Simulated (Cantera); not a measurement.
A diamond (100) surface in a fixed gas of H2 with x(CH4) = 0.014, x(H) = 0.0076, x(CH3) = 3.4e-05, 0.0920 bar; coverages are run to steady state.

Model: the Harris–Goodwin 1993 mechanism for the reconstructed diamond (100) surface, integrated in Cantera.

θ: site fractions in the mechanism's names (c6HH fully hydrogenated, c6H* and c6*H radical sites, c6** diradical, c6HM methylated).

| T (K) | growth (µm/h) | θ c6HH | θ c6H* | θ c6*H | θ c6** | θ c6HM |
|---|---|---|---|---|---|---|
| 925 | 1.13 | 0.665 | 0.0123 | 0.313 | 0.00545 | 0.00336 |
| 975 | 1.46 | 0.618 | 0.0162 | 0.354 | 0.00810 | 0.00269 |
| 1025 | 1.80 | 0.573 | 0.0207 | 0.392 | 0.0115 | 0.00214 |
| 1075 | 2.10 | 0.531 | [?] | 0.425 | [?] | [?] |
| 1125 | 2.22 | 0.492 | 0.0305 | 0.455 | 0.0208 | 0.00122 |
| 1175 | 2.04 | 0.457 | 0.0358 | 0.480 | 0.0267 | 0.000784 |
| 1225 | 1.62 | 0.424 | 0.0412 | 0.500 | 0.0333 | 0.000425 |
| 1275 | 1.20 | 0.395 | 0.0465 | 0.517 | 0.0406 | 0.000199 |
| 1325 | [?] | 0.369 | [?] | 0.530 | [?] | [?] |
| 1375 | 0.856 | 0.346 | 0.0570 | 0.540 | 0.0564 | 3.62e-5 |

Q: Some entries are withheld; supply them.

A: 
- 1075, θ c6H*: 0.0254
- 1075, θ c6**: 0.0158
- 1075, θ c6HM: 0.00167
- 1325, growth (µm/h): 0.951
- 1325, θ c6H*: 0.0518
- 1325, θ c6**: 0.0483
- 1325, θ c6HM: 8.60e-5
